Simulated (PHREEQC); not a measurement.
Solution (25 °C): 3.7 mmol/kgw H3BO3 and 2.6 mmol/kgw Na2CO3. Closed to the air; pH follows from the charge balance.

Equilibrium calculation in PHREEQC: Pitzer model, pitzer.dat.

| quantity | before | after |
|---|---|---|
| pH | 9.39 | 9.95 |
| HCO3- (mol/kgw) | 0.00226 | 0.00167 |
| CO3-2 (mol/kgw) | 0.000340 | 0.000929 |
| CO2 (mol/kgw) | 1.96e-6 | 3.91e-7 |
| SI of Nahcolite (NaHCO3) | -4.57 | -4.71 |
| SI of Natron (Na2CO3:10H2O) | -7.41 | -6.99 |

Question: Name the change that produced these shifts.
A) H3BO3 from 0.0037 to 0.00185 mol/kgw
B) H3BO3 from 0.0037 to 0.00037 mol/kgw
C) Na2CO3 from 0.0026 to 0.013 mol/kgw
D) H3BO3 from 0.0037 to 0.0185 mol/kgw
E) H3BO3 left out

Answer: A, H3BO3 from 0.0037 to 0.00185 mol/kgw

No solid was allowed to form.
